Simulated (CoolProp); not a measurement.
Vapour-liquid equilibrium of carbon monoxide (1) + methane (2) at 435 kPa; x and y are mole fractions of (1).

Values from CoolProp's multi-fluid Helmholtz-energy mixture model, Lemmon 2006 and Setzmann 1991; pair parameters Kunz 2012.

Problem. Give the bubble temperature and the first vapour's composition at x = 0.05, 0.575, 0.8. Is there an azeotrope?

Solution. x = 0.05: 127.5 K, y = 0.289; x = 0.575: 102.6 K, y = 0.942; x = 0.8: 99.5 K, y = 0.975. No azeotrope shows between x = 0.05 and 0.95.

Pair parameters are fitted to limited data, so mixtures are less certain than the pure fluids.
